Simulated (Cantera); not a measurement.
## Si + Cl₂ (silicon etching in halogen gases)

Charge: 1 mol Si, 8.1 mol Cl₂, at 1027 °C.

These are equilibrium values from Cantera (NASA tables, ideal gas, pure condensed phases), not measurements of a reactor. Candidate condensed phases: Si; 9 gas species. The tables' values for SiCl₃ are old estimates; treat these amounts as uncertain. Kinetics and transport are ignored.

From 0.00750 Torr to 750 Torr nothing is condensed. The main Si-bearing gas is SiCl₄ throughout.

```json
[
 {"P (Pa)": "1", "log p Cl": "-5.06", "log p Cl₂": "-6.31", "log p SiCl₄": "-6.10", "log p SiCl₃": "-8.89"},
 {"P (Pa)": "4.20", "log p Cl": "-4.50", "log p Cl₂": "-5.18", "log p SiCl₄": "-5.43", "log p SiCl₃": "-8.79"},
 {"P (Pa)": "18", "log p Cl": "-4.01", "log p Cl₂": "-4.20", "log p SiCl₄": "-4.73", "log p SiCl₃": "-8.58"},
 {"P (Pa)": "75", "log p Cl": "-3.60", "log p Cl₂": "-3.39", "log p SiCl₄": "-4.06", "log p SiCl₃": "-8.30"},
 {"P (Pa)": "320", "log p Cl": "-3.23", "log p Cl₂": "-2.66", "log p SiCl₄": "-3.39", "log p SiCl₃": "-8.00"},
 {"P (Pa)": "1300", "log p Cl": "-2.91", "log p Cl₂": "-2.00", "log p SiCl₄": "-2.76", "log p SiCl₃": "-7.70"},
 {"P (Pa)": "5600", "log p Cl": "-2.58", "log p Cl₂": "-1.34", "log p SiCl₄": "-2.11", "log p SiCl₃": "-7.39"},
 {"P (Pa)": "24000", "log p Cl": "-2.25", "log p Cl₂": "-0.70", "log p SiCl₄": "-1.48", "log p SiCl₃": "-7.07"},
 {"P (Pa)": "100000", "log p Cl": "-1.94", "log p Cl₂": "-0.07", "log p SiCl₄": "-0.85", "log p SiCl₃": "-6.76"}
]
```
log p: log10 of the partial pressure in bar; nothing condenses.
